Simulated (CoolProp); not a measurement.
The numbers come from the reference Helmholtz-energy equation of state, Kamei 1995 in CoolProp.

### Question
For R22, give the phase and the density (kg/m³), cp (kJ/(kg K)), Joule-Thomson coefficient (K/MPa), viscosity (µPa s) at -95.55 °C and 9.48 MPa; 51.15 °C and 2.4 MPa.

### Answer
- -95.55 °C and 9.48 MPa: liquid; density 1570, cp 1.05, Joule-Thomson coefficient -0.431, viscosity 816
- 51.15 °C and 2.4 MPa: liquid; density 1080, cp 1.41, Joule-Thomson coefficient 0.388, viscosity 94.4

Viscosity comes from a separate model (Bell 2016), an estimate that may be off by 10 % or more.
